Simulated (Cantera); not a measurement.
An adiabatic, constant-pressure homogeneous reactor starts with CH₄ : C₂H₆ : C₃H₈ : O₂ : N₂ : H₂O = 1 : 0.18 : 1.1 : 8.38 : 31.5 : 3.8 (molar parts), equivalence ratio 0.97, at 1225 K and 1.00 bar. Integrator tolerance rtol = 1e-08.

Computed with Cantera and GRI-Mech 3.0 (53 species, 325 reactions). GRI-Mech 3.0 was tuned for natural gas; its chemistry of propane as a main component is partial and can be far from experiment.

Q: What does this change do: initial temperature 1225 to 1725 K?

A: 
| quantity | before | after |
|---|---|---|
| time of steepest temperature rise | 3.59 ms | 21.3 µs |
| temperature at 1.00 s | 2556 K | 2743 K |
| equilibrium temperature | 2556 K | 2743 K |
| x(CH₄) at 1.00 s | <1e-12 (gas-phase equilibrium <1e-12) | <1e-12 (gas-phase equilibrium <1e-12) |
| x(C₂H₆) at 1.00 s | <1e-12 (gas-phase equilibrium <1e-12) | <1e-12 (gas-phase equilibrium <1e-12) |
| x(C₃H₈) at 1.00 s | <1e-12 (gas-phase equilibrium <1e-12) | <1e-12 (gas-phase equilibrium <1e-12) |
| x(HO₂) at 1.00 s | 3.60e-6 (gas-phase equilibrium 3.60e-6) | 6.72e-6 (gas-phase equilibrium 6.72e-6) |
| x(C₂H) at 1.00 s | <1e-12 (gas-phase equilibrium <1e-12) | <1e-12 (gas-phase equilibrium <1e-12) |
| x(OH) at 1.00 s | 0.0131 (gas-phase equilibrium 0.0131) | 0.0226 (gas-phase equilibrium 0.0226) |

Q: What does this change do: C3H8 1.1 to 3.2 parts?

A: 
```tsv
quantity	before	after
time of steepest temperature rise	3.59 ms	4.38 ms
temperature at 1.00 s	2556 K	2171 K
equilibrium temperature	2556 K	2171 K
x(CH₄) at 1.00 s	<1e-12 (gas-phase equilibrium <1e-12)	9.75e-11 (gas-phase equilibrium 1.11e-10)
x(C₂H₆) at 1.00 s	<1e-12 (gas-phase equilibrium <1e-12)	<1e-12 (gas-phase equilibrium <1e-12)
x(C₃H₈) at 1.00 s	<1e-12 (gas-phase equilibrium <1e-12)	<1e-12 (gas-phase equilibrium <1e-12)
x(HO₂) at 1.00 s	3.60e-6 (gas-phase equilibrium 3.60e-6)	3.82e-10 (gas-phase equilibrium 3.82e-10)
x(C₂H) at 1.00 s	<1e-12 (gas-phase equilibrium <1e-12)	<1e-12 (gas-phase equilibrium <1e-12)
x(OH) at 1.00 s	0.0131 (gas-phase equilibrium 0.0131)	0.000202 (gas-phase equilibrium 0.000202)
```
